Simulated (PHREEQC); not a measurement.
0.9 g of hydrous ferric oxide (600 m²/g; 0.2 weak and 0.005 strong sites per Fe, Dzombak-Morel constants, diffuse double layer) in 1 kg of water with 0.3 mol/kgw of an inert sodium salt and 0.0021 mol Na2SO4 and 0.00029 mol MgCl2, at 25 °C; the pH is set by adding NaOH or the inert anion's acid. Oxygen is held at 0.21 atm. CO2 from the air is kept out. No solid was allowed to form.

All values are PHREEQC results (ion-association model, wateq4f.dat), not measurements.

```json
[
 {"pH": "3", "S sorbed (%)": "29.3", "Mg sorbed (%)": "0.0", "surface charge σ (C/m²)": "0.150", "surface potential ψ (mV)": "81"},
 {"pH": "3.5", "S sorbed (%)": "29.3", "Mg sorbed (%)": "0.0", "surface charge σ (C/m²)": "0.149", "surface potential ψ (mV)": "81"},
 {"pH": "4", "S sorbed (%)": "29.0", "Mg sorbed (%)": "0.0", "surface charge σ (C/m²)": "0.147", "surface potential ψ (mV)": "80"},
 {"pH": "4.5", "S sorbed (%)": "28.0", "Mg sorbed (%)": "0.0", "surface charge σ (C/m²)": "0.144", "surface potential ψ (mV)": "[?]"},
 {"pH": "5", "S sorbed (%)": "[?]", "Mg sorbed (%)": "0.0", "surface charge σ (C/m²)": "0.136", "surface potential ψ (mV)": "76"},
 {"pH": "5.5", "S sorbed (%)": "21.4", "Mg sorbed (%)": "0.0", "surface charge σ (C/m²)": "0.122", "surface potential ψ (mV)": "[?]"},
 {"pH": "6", "S sorbed (%)": "15.4", "Mg sorbed (%)": "0.0", "surface charge σ (C/m²)": "0.102", "surface potential ψ (mV)": "64"},
 {"pH": "6.5", "S sorbed (%)": "9.1", "Mg sorbed (%)": "0.3", "surface charge σ (C/m²)": "0.080", "surface potential ψ (mV)": "53"},
 {"pH": "7", "S sorbed (%)": "4.0", "Mg sorbed (%)": "2.1", "surface charge σ (C/m²)": "0.057", "surface potential ψ (mV)": "41"},
 {"pH": "7.5", "S sorbed (%)": "[?]", "Mg sorbed (%)": "11.9", "surface charge σ (C/m²)": "0.033", "surface potential ψ (mV)": "25"},
 {"pH": "8", "S sorbed (%)": "0.4", "Mg sorbed (%)": "43.7", "surface charge σ (C/m²)": "0.012", "surface potential ψ (mV)": "9"},
 {"pH": "8.5", "S sorbed (%)": "0.1", "Mg sorbed (%)": "80.5", "surface charge σ (C/m²)": "-0.008", "surface potential ψ (mV)": "-7"},
 {"pH": "9", "S sorbed (%)": "0.0", "Mg sorbed (%)": "96.0", "surface charge σ (C/m²)": "-0.033", "surface potential ψ (mV)": "-25"}
]
```

Question: Complete the blanks.

Answer: 
- 4.5, surface potential ψ (mV): 79
- 5, S sorbed (%): 25.7
- 5.5, surface potential ψ (mV): 71
- 7.5, S sorbed (%): 1.3

The oxide is taken as insoluble; below pH 4 it would dissolve.
